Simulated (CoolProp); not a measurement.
A closed Brayton cycle with carbon dioxide: compressor inlet 322.15 K and 8.7 MPa, high pressure 16.9 MPa, turbine inlet 820 K, compressor efficiency 0.8, turbine efficiency 0.93, recuperator effectiveness 0.9 (on enthalpy, no pinch check). Each further row changes one setting.

Values from CoolProp's reference Helmholtz-energy equation of state, Span 1996.

```csv
case,thermal efficiency (%),net work (kJ/kg),compressor to turbine work,compressor exit (K),turbine exit (K)
as stated,?,61.2,0.33,373.9,737.5
turbine inlet 770 K,?,55.0,0.36,373.9,690.6
compressor inlet 332.15 K,29.7,?,0.39,389.8,737.5
high pressure 14.4 MPa,27.7,48.2,?,361.1,757.1
recuperator effectiveness 0.5,?,61.2,0.33,373.9,737.5
```

**Question.** What belongs in the gaps?

**Answer.** 
- as stated, thermal efficiency (%): 30.4
- turbine inlet 770 K, thermal efficiency (%): 29.0
- compressor inlet 332.15 K, net work (kJ/kg): 55.8
- high pressure 14.4 MPa, compressor to turbine work: 0.32
- recuperator effectiveness 0.5, thermal efficiency (%): 16.5
